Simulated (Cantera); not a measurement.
What does this Cantera script print?

```python
import numpy as np
import cantera as ct

gas = ct.Solution("gri30.yaml", transport_model="mixture-averaged")
show = ['H2', 'O', 'CH3']

rows = []
print(f"{'T/K':>7s}{'rho':>11s}{'cp':>10s}{'mu':>11s}{'lambda':>11s}{'Pr':>7s}" + "".join(f"{'D_' + s:>11s}" for s in show))
for T in [400, 500, 600, 700, 800, 900, 1000, 1100, 1200]:
    gas.TPX = T, 80, {'CH4': 0.73}
    Pr = gas.cp_mass * gas.viscosity / gas.thermal_conductivity
    D = [gas.mix_diff_coeffs_mole[gas.species_index(s)] for s in show]
    rows.append([gas.density, gas.cp_mass, gas.viscosity, gas.thermal_conductivity, Pr, *D])
    print(f"{T:7g}{gas.density:11.4e}{gas.cp_mass:10.1f}{gas.viscosity:11.4e}"
          f"{gas.thermal_conductivity:11.4e}{Pr:7.3f}" + "".join(f"{d:11.4e}" for d in D))
print("SI units: kg/m3, J/kg/K, Pa s, W/m/K, m2/s")
```

Result:

```
    T/K        rho        cp         mu     lambda     Pr       D_H2        D_O      D_CH3
    400 3.8591e-04    2526.4 1.4442e-05 5.0682e-02  0.720 1.5300e-01 7.0293e-02 4.9071e-02
    500 3.0872e-04    2898.1 1.7084e-05 6.8725e-02  0.720 2.2312e-01 1.0326e-01 7.2704e-02
    600 2.5727e-04    3286.8 1.9486e-05 8.8551e-02  0.723 3.0302e-01 1.4087e-01 9.9734e-02
    700 2.2052e-04    3655.8 2.1710e-05 1.0936e-01  0.726 3.9209e-01 1.8281e-01 1.2992e-01
    800 1.9295e-04    3989.2 2.3796e-05 1.3067e-01  0.726 4.8984e-01 2.2885e-01 1.6308e-01
    900 1.7151e-04    4291.7 2.5773e-05 1.5219e-01  0.727 5.9587e-01 2.7879e-01 1.9906e-01
   1000 1.5436e-04    4588.7 2.7658e-05 1.7372e-01  0.731 7.0986e-01 3.3247e-01 2.3775e-01
   1100 1.4033e-04    4844.1 2.9467e-05 1.9513e-01  0.732 8.3152e-01 3.8976e-01 2.7903e-01
   1200 1.2864e-04    5074.2 3.1210e-05 2.1633e-01  0.732 9.6061e-01 4.5053e-01 3.2282e-01
SI units: kg/m3, J/kg/K, Pa s, W/m/K, m2/s
```

Cantera simulation using GRI-Mech 3.0 (53 species, 325 reactions); the numbers are that mechanism's predictions, not measurements. The composition is frozen, though it would react at the higher temperatures.
